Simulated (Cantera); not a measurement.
Feed: 1 mol AlN, 3.3 mol HCl, 57 mol H2, held at 850 °C and 3.20 Pa.

Equilibrium computed with Cantera from the NASA thermochemical tables; the gas is ideal and each condensed phase is pure. Candidate condensed phases: Al, AlCl3, AlN, NH4Cl; 20 gas species. The tables' values for AlCl2 are old estimates; treat these amounts as uncertain. The numbers say what is thermodynamically allowed, not how fast it happens.

Base state: H2 0.956, HCl 0.0321, AlCl3 0.00703, N2 0.00410, AlCl 0.000843, AlCl2 0.000335 (mole fractions); condensed: AlN(s).

Problem. What changes in the equilibrium state with this change: AlN replaced by BN?

Solution. 
```csv
species,before,after
H2,0.956,0.945
HCl,0.0321,0.0547
N2,0.00410,7.96e-7
AlCl3,0.00703,0
AlCl,0.000843,0
AlCl2,0.000335,0
"AlN(s), mol",0.505,0
"BN(s), mol",0,1.000
```
Further candidate phases: B, BN.

Problem. What changes in the equilibrium state with this change: temperature from 850 °C to 1752 °C?

Solution. 
```tsv
species	before	after
H2	0.956	0.667
H	7.36e-6	0.278
HCl	0.0321	0.0263
AlCl	0.000843	0.0116
Al	<1e-9	0.00238
AlCl3	0.00703	1.05e-8
AlN(s), mol	0.505	0
```
